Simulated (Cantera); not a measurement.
A perfectly stirred reactor is fed with N2O : H2O = 1 : 0.013 (molar parts), at 1.00 bar; it is held at 1125 K, and followed from long to short residence time.

Computed with Cantera and GRI-Mech 3.0 (53 species, 325 reactions). GRI-Mech 3.0 was tuned for natural gas; its chemistry of N2O as a main component is partial and can be far from experiment. The mechanism lacks the step 2 NO + O2 → 2 NO2, which can matter for NO2 below about 1400 K. The temperature is held fixed by assumption; the heat of reaction is taken as removed at once.

Task: What does this change do: temperature 1125 to 1400 K?

Result: 
```json
[
 {"quantity": "x(N2O) at τ = 3.50 s", "before": "0.603", "after": "0.0192"},
 {"quantity": "x(H2O) at τ = 3.50 s", "before": "0.0112", "after": "0.00866"},
 {"quantity": "x(H) at τ = 3.50 s", "before": "1.52e-10", "after": "8.88e-9"},
 {"quantity": "x(HO2) at τ = 3.50 s", "before": "3.87e-8", "after": "1.09e-7"},
 {"quantity": "x(NO2) at τ = 3.50 s", "before": "0.000451", "after": "0.000353"},
 {"quantity": "x(N2O) at τ = 55.0 ms", "before": "0.976", "after": "0.453"},
 {"quantity": "x(H2O) at τ = 55.0 ms", "before": "0.0128", "after": "0.0105"},
 {"quantity": "x(H) at τ = 55.0 ms", "before": "2.06e-10", "after": "3.61e-8"},
 {"quantity": "x(HO2) at τ = 55.0 ms", "before": "5.99e-7", "after": "5.32e-7"},
 {"quantity": "x(NO2) at τ = 55.0 ms", "before": "0.000116", "after": "0.000751"}
]
```

Task: What does this change do: pressure from 1.00 bar to 1.40 bar?

Result: 
| quantity | before | after |
|---|---|---|
| x(N2O) at τ = 3.50 s | 0.603 | 0.540 |
| x(H2O) at τ = 3.50 s | 0.0112 | 0.0109 |
| x(H) at τ = 3.50 s | 1.52e-10 | 1.09e-10 |
| x(HO2) at τ = 3.50 s | 3.87e-8 | 3.68e-8 |
| x(NO2) at τ = 3.50 s | 0.000451 | 0.000543 |
| x(N2O) at τ = 55.0 ms | 0.976 | 0.972 |
| x(H2O) at τ = 55.0 ms | 0.0128 | 0.0128 |
| x(H) at τ = 55.0 ms | 2.06e-10 | 1.98e-10 |
| x(HO2) at τ = 55.0 ms | 5.99e-7 | 5.12e-7 |
| x(NO2) at τ = 55.0 ms | 0.000116 | 0.000148 |
